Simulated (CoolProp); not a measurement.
Model: reference Helmholtz-energy equation of state, Akasaka 2020, in CoolProp.

Problem. Give the vapour pressure (bar), liquid density (kg/m³), vapour density (kg/m³) of saturated R1123 at -14.25, 20.25, 27.15 °C.

Solution. 
```
T (°C)  p (bar)  liquid density (kg/m³)  vapour density (kg/m³)
------  -------  ----------------------  ----------------------
-14.25     6.98                    1180                    30.9
20.25      18.8                    1020                    88.1
27.15      22.4                     985                     108
```
